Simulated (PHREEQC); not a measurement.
Spent oxide etchant: speciation

Solution (25 °C): 0.024 mol/kgw NH4HF2, 5.5e-05 mol/kgw (NH4)2SiF6 and 0.002 mol/kgw H2SO4. Closed to the air; pH follows from the charge balance.

Equilibrium calculation in PHREEQC: ion-association model, wateq4f.dat.

Each row changes one thing in this solution. This is a speciation only: nothing precipitates in the calculation.

```csv
case,pH,ionic strength (mol/kgw),HF (mol/kgw),F- (mol/kgw),HF2- (mol/kgw),SO4-2 (mol/kgw),SI of Quartz (SiO2)
as made,3.04,0.0266,0.0225,0.0194,0.00169,0.00163,-7.88
temperature from 25 to 30 °C,3.07,0.0265,0.0229,0.0193,0.00177,0.00163,-7.62
0.00031 mol/kgw NH3 added,3.05,0.0268,0.0223,0.0197,0.00170,0.00163,-7.87
temperature from 25 to 75 °C,3.40,0.0260,0.0249,0.0186,0.00202,0.00161,-5.24
H2SO4 from 0.002 to 0.004 mol/kgw,2.90,0.0283,0.0254,0.0161,0.00158,0.00323,-7.92
diluted 5-fold with water,3.15,0.00595,0.00462,0.00470,8.35e-5,0.000364,-4.53
```

wateq4f.dat counts part of the HF as a dimer, H2F2, which phreeqc.dat doesn't know; its constant is uncertain. At this temperature some constants are extrapolated from 25 °C, and those without enthalpy data are left unchanged. SiF6-2 is the database's only silicon fluoride.
